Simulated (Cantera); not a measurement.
Equilibrium for calcination and drying: MgSO4 + CO2 + H2

Feed: 1 mol MgSO4, 0.034 mol CO2, 0.074 mol H2, equilibrated at 25.5 Torr.

These are equilibrium values from Cantera (NASA tables, ideal gas, pure condensed phases), not measurements of a reactor. Candidate condensed phases: C, C6H6, C7H8, C8H18, H2O, H2SO4, Mg, MgCO3, MgO, Mg(OH)2, MgS, MgSO4, S; 130 gas species. Equilibrium is a limit: real reactors are often held back by kinetics, nucleation or transport.

From 1225 °C to 1775 °C the condensed part is MgO(s).

```
T (°C)  x SO2   x O2   x H2O   x CO2      x OH       x O     x SO3      x SO  n MgO(s)
------  -----  -----  ------  ------  --------  --------  --------  --------  --------
1225    0.635  0.294  0.0471  0.0217  0.000134   1.16e-5   0.00240   2.16e-6      1.00
1275    0.635  0.294  0.0470  0.0217  0.000204   2.24e-5   0.00187   4.73e-6      1.00
1325    0.635  0.294  0.0470  0.0217  0.000303   4.16e-5   0.00149   9.85e-6      1.00
1375    0.636  0.294  0.0469  0.0216  0.000439   7.45e-5   0.00120   1.96e-5      1.00
1425    0.636  0.294  0.0468  0.0216  0.000622  0.000129  0.000976   3.75e-5      1.00
1475    0.636  0.294  0.0467  0.0216  0.000863  0.000216  0.000806   6.91e-5      1.00
1525    0.636  0.294  0.0465  0.0216   0.00118  0.000351  0.000673  0.000123     1.000
1575    0.635  0.294  0.0462  0.0216   0.00158  0.000557  0.000567  0.000213     1.000
1625    0.635  0.294  0.0459  0.0215   0.00208  0.000862  0.000482  0.000356     1.000
1675    0.635  0.293  0.0456  0.0214   0.00269   0.00130  0.000413  0.000582     1.000
1725    0.634  0.293  0.0451  0.0213   0.00344   0.00193  0.000357  0.000926     1.000
1775    0.633  0.292  0.0445  0.0212   0.00434   0.00281  0.000310   0.00144     1.000
```
x: gas mole fraction; n: condensed amount in mol.
